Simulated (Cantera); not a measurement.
**Premixed flame**

A freely propagating, adiabatic, planar premixed flame of 49.2 % H₂, 10.7 % O₂, 40.2 % N₂, unburnt at 550 K and 0.850 bar; mixture-averaged transport, grid criteria slope 0.08 and curve 0.16, no radiation.

Cantera simulation using the H2/O2 subset of GRI-Mech 3.0, which has no nitrogen chemistry; the numbers are that mechanism's predictions, not measurements. Burning velocities carry a grid error of a few per cent, more on coarse grids.

```
z (mm)  T (K)  u (m/s)   x H₂      x O₂   x H₂O₂       x H       x O      x OH
------  -----  -------  -----  --------  -------  --------  --------  --------
-1.65     550     7.40  0.492     0.107    <1e-8     <1e-8     <1e-8     <1e-8
-1.10     550     7.40  0.492     0.107    <1e-8     <1e-8     <1e-8     <1e-8
-0.825    550     7.40  0.492     0.107    <1e-8     <1e-8     <1e-8     <1e-8
-0.550    550     7.40  0.492     0.107    <1e-8   5.41e-8     <1e-8     <1e-8
-0.275    576     7.71  0.488     0.107  4.38e-6  0.000304   1.30e-5   7.57e-5
-0.137    792     10.4  0.458     0.100  8.76e-6   0.00854  0.000252  0.000514
0        1177     15.0  0.364    0.0662  1.27e-6    0.0480   0.00243   0.00160
0.137    1441     18.2  0.277    0.0169  6.19e-7    0.0841   0.00245   0.00276
0.275    1552     19.6  0.258   0.00279  3.55e-7    0.0878   0.00113   0.00281
0.550    1657     20.7  0.262  0.000359  2.50e-7    0.0769  0.000737   0.00305
1.10     1767     21.9  0.272  0.000208  1.60e-7    0.0617  0.000559   0.00314
2.20     1874     23.1  0.282  0.000131  8.81e-8    0.0461  0.000363   0.00293
4.40     1969     24.0  0.290   6.95e-5  4.42e-8    0.0322  0.000198   0.00242
```
x: mole fraction of selected species; z is measured from the peak of heat release.

```yaml
laminar_burning_velocity: 740 cm/s
thermal_thickness: 0.550 mm
peak x(H₂O₂): 1.04e-5
peak x(H): 0.0885
peak x(O): 0.00310
peak x(OH): 0.00315
```
